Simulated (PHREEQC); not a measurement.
Consider water at 20 °C with 1 mol/kgw K2CO3 and 0.017 mol/kgw NaHCO3. Closed to the air; pH follows from the charge balance.

The numbers come from PHREEQC with the Pitzer model, pitzer.dat.

| quantity | before | after |
|---|---|---|
| pH | 11.50 | 8.25 |
| ionic strength (mol/kgw) | 3.02 | 0.0172 |
| HCO3- (mol/kgw) | 0.0190 | 0.0166 |
| CO2 (mol/kgw) | 5.98e-8 | 0.000213 |

Question: Which change was made?
(A) NaHCO3 from 0.017 to 0.17 mol/kgw
(B) temperature from 20 to 50 °C
(C) NaHCO3 left out
(D) NaHCO3 replaced by Na2SO4 at the same molality
(E) K2CO3 left out

Answer: E, K2CO3 left out

This is a speciation only: nothing precipitates in the calculation. In brines, pH and single-ion activities rest on the MacInnes convention.
